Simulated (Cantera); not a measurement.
Input: 1 mol CH₂F₂, 0.11 mol CH₄, 0.21 mol H₂, 0.2 mol HCl, equilibrated at 410 Pa.

These are equilibrium values from Cantera (NASA tables, ideal gas, pure condensed phases), not measurements of a reactor. Candidate condensed phases: C, C₆H₆, C₇H₈, C₈H₁₈; 118 gas species. Kinetics and transport are ignored. All values below are at 1402 °C.

Base state: HF 0.760, H₂ 0.163, HCl 0.0757, H 0.000732, Cl 0.000265 (mole fractions); condensed: C(graphite).

### Question
What changes in the equilibrium state with this change: CH₂F₂ replaced by CCl₄?

### Answer
```
species             before    after
----------------  --------  -------
Cl                0.000265    0.667
HCl                 0.0757    0.269
Cl₂                1.02e-8   0.0645
HF                   0.760        0
H₂                   0.163  3.25e-7
H                 0.000732  1.03e-6
C(graphite), mol      1.11     1.11
```
